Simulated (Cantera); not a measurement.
Cantera run:

```python
import numpy as np
import cantera as ct

gas_names = """
    O2
""".split()
cond_names = """
    I2(cr) I2(L) MgO(s) MgO(L) MgI2(s) MgI2(L)
""".split()


# ... load() reads the species with a 1 bar reference pressure and builds the phases ...
species = {s.name: s for s in load("nasa_gas.yaml", gas_names) + load("nasa_condensed.yaml", cond_names)}
# Each term lists the table entries of one substance; the one whose range holds T is used.
reactions = {
    '2 I2 + 2 MgO = 2 MgI2 + O2(g)':
        [(-2, ['I2(cr)', 'I2(L)']), (-2, ['MgO(s)', 'MgO(L)']), (2, ['MgI2(s)', 'MgI2(L)']), (1, ['O2'])],
}


def pick(names, T):
    return next(species[n] for n in names if species[n].thermo.min_temp <= T <= species[n].thermo.max_temp)


results = []
for label, terms in reactions.items():
    print(label)
    print("     T/K   dH/kJ  dS/(J/K)   dG/kJ   log10 K")
    for T in [300, 423, 448, 473, 498, 523, 548, 573, 598]:
        used = [(nu, pick(names, T)) for nu, names in terms]
        dH = sum(nu * s.thermo.h(T) for nu, s in used) / 1e6
        dS = sum(nu * s.thermo.s(T) for nu, s in used) / 1e3
        dG = dH - T * dS / 1e3
        logK = -dG * 1e6 / (ct.gas_constant * T * np.log(10))
        results.append((label, T, dH, dS, dG, logK, [s.name for _, s in used]))
        print(f"{T:8g} {dH:8.1f} {dS:8.1f} {dG:8.1f} {logK:8.2f}")
```

Result:

```
2 I2 + 2 MgO = 2 MgI2 + O2(g)
     T/K   dH/kJ  dS/(J/K)   dG/kJ   log10 K
     300    468.6    178.4    415.1   -72.27
     423    434.2     89.3    396.4   -48.95
     448    432.7     86.0    394.2   -45.96
     473    431.3     82.9    392.1   -43.30
     498    429.8     79.9    390.0   -40.91
     523    428.4     77.1    388.1   -38.76
     548    427.0     74.5    386.2   -36.81
     573    425.6     71.9    384.3   -35.04
     598    424.2     69.5    382.6   -33.42
```

Cantera with NASA thermochemical tables; ideal gases at 1 bar, condensed phases pure. Condensed species are held in their standard states even where they would react or evaporate.
